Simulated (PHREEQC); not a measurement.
0.16 g of hydrous ferric oxide (600 m²/g; 0.2 weak and 0.005 strong sites per Fe, Dzombak-Morel constants, diffuse double layer) in 1 kg of water with 0.1 mol/kgw of an inert sodium salt, at 25 °C; the pH is set by adding NaOH or the inert anion's acid. Oxygen is held at 0.21 atm. CO2 from the air is kept out. No solid was allowed to form.

Computed with PHREEQC (ion-association model, wateq4f.dat).

**Question.** Predict surface charge σ (C/m²), surface potential ψ (mV) at pH = 4, 7.33, 12.

**Answer.** 
| pH | surface charge σ (C/m²) | surface potential ψ (mV) |
|---|---|---|
| 4 | 0.321 | 147 |
| 7.33 | 0.029 | 37 |
| 12 | -0.306 | -141 |
